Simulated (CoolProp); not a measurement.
Aqueous propylene glycol as a coolant, 56 % by mass, freezing at -42.0 °C, 1 atm.

The numbers come from the Melinder's fits for secondary coolants in CoolProp.

```tsv
T (°C)	Prandtl number	conductivity (W/(m K))	cp (kJ/(kg K))	density (kg/m³)
-1.4	[?]	[?]	3.326	1055
2.1	219	0.329	[?]	1053
5.5	177	0.331	3.355	1051
8.9	145	0.332	3.370	1049
12.3	120	0.333	3.384	1047
15.8	99.7	0.335	3.399	1045
19.2	84.1	0.336	3.413	1042
22.6	71.7	0.338	3.428	1040
26	61.6	0.339	3.442	1038
29.4	53.4	0.340	3.457	1035
32.9	46.4	0.342	3.472	1033
36.3	40.9	0.343	[?]	1030
39.7	36.3	0.345	3.501	1028
```

**Question.** Fill in the missing entries.

**Answer.** 
- -1.4, Prandtl number: 276
- -1.4, conductivity (W/(m K)): 0.328
- 2.1, cp (kJ/(kg K)): 3.341
- 36.3, cp (kJ/(kg K)): 3.486
